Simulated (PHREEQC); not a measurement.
# Polishing slurry liquid: speciation

Dissolve 0.0065 mol/kgw KOH and 0.089 mol/kgw Fe(NO3)3 at 20 °C. Closed to the air; pH follows from the charge balance.

The numbers come from PHREEQC with the ion-association model, phreeqc.dat.

Precipitation was switched off in this run.

Task: Predict the pH, activity of water.

Result: pH 1.75; activity of water 0.994.

Task: In which forms is Fe present?

Result: Fe+3 68 %, Fe2(OH)2+4 21 %, FeOH+2 7.6 %, Fe3(OH)4+5 3.6 % of the Fe.

Examples of supersaturated solids here: Hematite (slow to form), Goethite (slow to form). Others may be too. Complexes and solids missing from the database can't appear.
